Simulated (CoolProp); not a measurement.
CF4 (R14) along the isobar 5.38 MPa: fugacity coefficient from the reference equation and from simpler models built on Tc = -45.8 °C, pc = 3.762 MPa, ω = 0.178; each cubic takes its own stable root.

Computed with CoolProp (reference Helmholtz-energy equation of state, Platzer 1990). This equation is an older, rougher fit; its heat capacities, sound speeds and derivatives of the liquid may be far off and weren't checked against measurements.

| T (°C) | phase | reference |
|---|---|---|
| -85.75 | liquid | 0.1813 |
| -69.45 | liquid | 0.2975 |
| -53.25 | liquid | 0.4358 |
| -36.95 | supercritical | 0.5788 |
| -20.75 | supercritical | 0.6778 |
| -4.45 | supercritical | 0.7416 |
| 11.75 | supercritical | 0.7895 |
| 28.05 | supercritical | 0.8278 |
| 44.25 | supercritical | 0.8588 |
| 60.55 | supercritical | 0.8847 |
| 76.75 | supercritical | 0.9063 |
| 93.05 | supercritical | 0.9246 |
| 109.25 | supercritical | 0.9402 |
| 125.45 | supercritical | 0.9535 |
| 141.75 | supercritical | 0.9651 |
| 157.95 | supercritical | 0.9750 |

Q: How far does each simpler model (Redlich-Kwong, Soave-Redlich-Kwong) lie from the reference over these 16 states: mean and median of the absolute difference, and the worst?

A: 
- Redlich-Kwong: mean 3.6 %, median 2.4 %, worst +16.2 % at -85.75 °C and 5.38 MPa
- Soave-Redlich-Kwong: mean 1.3 %, median 1.2 %, worst +2.4 % at -69.45 °C and 5.38 MPa
